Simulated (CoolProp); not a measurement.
Methanol at 345.85 K and 4.89 MPa is throttled through a valve to 1.95 MPa with no heat exchange. Each further row changes one setting.

The numbers come from the reference Helmholtz-energy equation of state, de Reuck 1993 in CoolProp.

| case | temperature change (K) | final density (kg/m³) |
|---|---|---|
| as stated | … | … |
| outlet pressure 0.585 MPa | … | … |
| outlet pressure 2.54 MPa | +0.6 | … |

### Question
Fill in the missing entries.

### Answer

- as stated, temperature change (K): +0.7
- as stated, final density (kg/m³): 742
- outlet pressure 0.585 MPa, temperature change (K): +1.1
- outlet pressure 0.585 MPa, final density (kg/m³): 740
- outlet pressure 2.54 MPa, final density (kg/m³): 743
